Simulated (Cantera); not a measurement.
Input (Python, Cantera) and output of one run.

```python
import numpy as np
import cantera as ct

gas_names = """
    OH N2 H ZrO2 NO NH3
""".split()
cond_names = """
    ZrN(s) ZrN(L) Zr(a) Zr(b) Zr(L)
""".split()


def load(file, names, dense=False):
    # The tables refer to 1 bar. Condensed volumes are neglected.
    table = {s.name: s for s in ct.Species.list_from_file(file)}
    out = []
    for n in names:
        d = dict(table[n].input_data)
        d["thermo"] = dict(d["thermo"], **{"reference-pressure": 1e5})
        if dense:
            d["equation-of-state"] = {"model": "constant-volume", "density": "1e6 g/cm^3"}
        out.append(ct.Species.from_dict(d))
    return out


species = {s.name: s for s in load("nasa_gas.yaml", gas_names) + load("nasa_condensed.yaml", cond_names)}
# Each term lists the table entries of one substance; the one whose range holds T is used.
reactions = {
    '2 ZrN + 4 OH(g) = N2(g) + 4 H(g) + 2 ZrO2(g)':
        [(-2, ['ZrN(s)', 'ZrN(L)']), (-4, ['OH']), (1, ['N2']), (4, ['H']), (2, ['ZrO2'])],
    '3 OH(g) + 2 Zr + NO(g) = NH3(g) + 2 ZrO2(g)':
        [(-3, ['OH']), (-2, ['Zr(a)', 'Zr(b)', 'Zr(L)']), (-1, ['NO']), (1, ['NH3']), (2, ['ZrO2'])],
}


def pick(names, T):
    return next(species[n] for n in names if species[n].thermo.min_temp <= T <= species[n].thermo.max_temp)


results = []
for label, terms in reactions.items():
    print(label)
    print("     T/K   dH/kJ  dS/(J/K)   dG/kJ   log10 K")
    for T in [300, 2898, 2923, 2948, 2973, 2998]:
        used = [(nu, pick(names, T)) for nu, names in terms]
        dH = sum(nu * s.thermo.h(T) for nu, s in used) / 1e6
        dS = sum(nu * s.thermo.s(T) for nu, s in used) / 1e3
        dG = dH - T * dS / 1e3
        logK = -dG * 1e6 / (ct.gas_constant * T * np.log(10))
        results.append((label, T, dH, dS, dG, logK, [s.name for _, s in used]))
        print(f"{T:8g} {dH:8.1f} {dS:8.1f} {dG:8.1f} {logK:8.2f}")
```

It prints:

```
2 ZrN + 4 OH(g) = N2(g) + 4 H(g) + 2 ZrO2(g)
     T/K   dH/kJ  dS/(J/K)   dG/kJ   log10 K
     300    872.7    385.2    757.2  -131.83
    2898    831.0    369.1   -238.6     4.30
    2923    829.9    368.7   -247.8     4.43
    2948    828.8    368.3   -257.0     4.55
    2973    827.6    367.9   -266.2     4.68
    2998    826.4    367.5   -275.4     4.80
3 OH(g) + 2 Zr + NO(g) = NH3(g) + 2 ZrO2(g)
     T/K   dH/kJ  dS/(J/K)   dG/kJ   log10 K
     300   -827.7    -99.7   -797.8   138.91
    2898   -942.5   -182.6   -413.3     7.45
    2923   -943.5   -182.9   -408.7     7.30
    2948   -944.4   -183.3   -404.2     7.16
    2973   -945.3   -183.6   -399.6     7.02
    2998   -946.3   -183.9   -395.0     6.88
```

Source: NASA polynomial tables (part measured, part estimated), evaluated in Cantera. ZrN: taken at fixed stoichiometry. Condensed species are held in their standard states even where they would react or evaporate.
